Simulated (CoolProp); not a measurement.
Dodecamethylpentasiloxane (MD3M) along the isobar 3.46 MPa: Z from the reference equation and from simpler models built on Tc = 628.0 K, pc = 0.9540 MPa, ω = 0.730; each cubic takes its own stable root.

The numbers come from the reference Helmholtz-energy equation of state, Thol 2019 in CoolProp.

```tsv
T (K)	phase	reference
367.6	liquid	0.5383
398.2	liquid	0.5153
428.9	liquid	0.4973
459.5	liquid	0.4837
490.2	liquid	0.4741
520.8	liquid	0.4685
551.5	liquid	0.4671
582.1	liquid	0.4706
```

### Question
How far does each simpler model (Soave-Redlich-Kwong, Peng-Robinson) lie from the reference over these 8 states: mean and median of the absolute difference, and the worst?

### Answer
- Soave-Redlich-Kwong: mean 11.4 %, median 10.8 %, worst +14.2 % at 367.6 K and 3.46 MPa
- Peng-Robinson: mean 1.4 %, median 1.6 %, worst -2.1 % at 520.8 K and 3.46 MPa
